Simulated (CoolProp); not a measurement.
A simple Rankine cycle with neopentane: condensing at 327.15 K, boiler at 1.02 MPa, turbine inlet 408.7 K, turbine efficiency 0.85, pump efficiency 0.7, no recuperator. Each further row changes one setting.

Model: reference Helmholtz-energy equation of state, Lemmon 2006, in CoolProp. It is a short technical equation, of lower accuracy than the large ones.

```csv
case,thermal efficiency (%),net work (kJ/kg),heat in (kJ/kg),turbine exit temperature (K),volume ratio over the turbine
as stated,7.3,31.5,432,387.1,2.68
turbine inlet 428.7 K,7.0,33.8,480,407.7,?
condensing temperature 319.15 K,8.6,38.8,452,382.7,3.32
boiler pressure 0.714 MPa,4.7,20.6,?,395.9,1.83
turbine efficiency 0.75,?,27.6,432,388.9,2.70
```

Q: Complete the blanks.

A: 
- turbine inlet 428.7 K, volume ratio over the turbine: 2.65
- boiler pressure 0.714 MPa, heat in (kJ/kg): 440
- turbine efficiency 0.75, thermal efficiency (%): 6.4
